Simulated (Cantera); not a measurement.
Cantera with NASA thermochemical tables; ideal gases at 1 bar, condensed phases pure. Values are per mole of reaction as written; species without (g) are pure solids or liquids, kept so even where they would boil at 1 bar.

### Question
Between 1125 and 2125 K, where is each reaction favourable under standard conditions?
- 2 H2O(g) + NbO2 → Nb + 2 H2O2(g)

### Answer
- 2 H2O(g) + NbO2 → Nb + 2 H2O2(g): ΔG° is 933 kJ at 1125 K and 885 kJ at 2125 K; it stays positive (K < 1). ΔH° is 982 kJ and ΔS° 46 J/K at 2125 K.
